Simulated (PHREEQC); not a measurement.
## Brine: speciation

Consider water at 25 °C with 140 mmol/kgw KCl and 170 mmol/kgw NaHCO3. Closed to the air; pH follows from the charge balance.

Model: Pitzer model, pitzer.dat, run in PHREEQC.

This is a speciation only: nothing precipitates in the calculation.

### Question
What pH, ionic strength, specific conductance does the model give?

### Answer
pH 7.96; ionic strength 0.313 mol/kgw; specific conductance 27900 µS/cm.

### Question
In which forms is C present?

### Answer
HCO3- 97 %, CO2 1.6 %, CO3-2 1.6 % of the C.
